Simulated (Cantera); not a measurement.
A closed system holds: 1 mol CuO, 94 mol H2, 0.51 mol H2O, at 1602 °C and 0.330 bar.

Equilibrium computed with Cantera from the NASA thermochemical tables; the gas is ideal and each condensed phase is pure. Candidate condensed phases: Cu, CuO, Cu(OH)2, Cu2O, H2O; 12 gas species. Rates play no part.

Base state: H2 0.979, H2O 0.0159, Cu 0.00377, H 0.00113 (mole fractions); condensed: Cu(l).

**Question.** What changes in the equilibrium state with this change: temperature from 1602 °C to 702 °C?

**Answer.** 
```csv
species,before,after
H2,0.979,0.984
H2O,0.0159,0.0160
H,0.00113,1.98e-9
Cu,0.00377,<1e-9
"Cu(l), mol",0.641,0
"Cu(s), mol",0,1.00
```
